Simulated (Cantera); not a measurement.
**Equilibrium for silicon etching in halogen gases: Si + F2 + N2**

Charge: 1 mol Si, 7 mol F2, 6.2 mol N2, at 502 °C.

These are equilibrium values from Cantera (NASA tables, ideal gas, pure condensed phases), not measurements of a reactor. Candidate condensed phases: Si, Si3N4; 16 gas species. The numbers say what is thermodynamically allowed, not how fast it happens.

From 1.00e-5 bar to 1.00 bar nothing is condensed. The main Si-bearing gas is SiF4 throughout.

```
P (Pa)   x N2      x F    x F2    x NF3  x SiF4    x NF2
------  -----  -------  ------  -------  ------  -------
1       0.387    0.478  0.0730  4.69e-6  0.0624  1.76e-9
5.20    0.425    0.328   0.179  9.78e-5  0.0685  1.03e-8
27      0.462    0.181   0.281  0.00105  0.0747  3.86e-8
140     0.486   0.0872   0.340  0.00741  0.0790  1.09e-7
720     0.499   0.0385   0.341   0.0386  0.0836  2.51e-7
3700    0.506   0.0147   0.257    0.131  0.0921  4.32e-7
19000   0.509  0.00468   0.133    0.251   0.102  5.08e-7
100000  0.511  0.00128  0.0524    0.327   0.109  4.60e-7
```
x: gas mole fraction; nothing condenses.
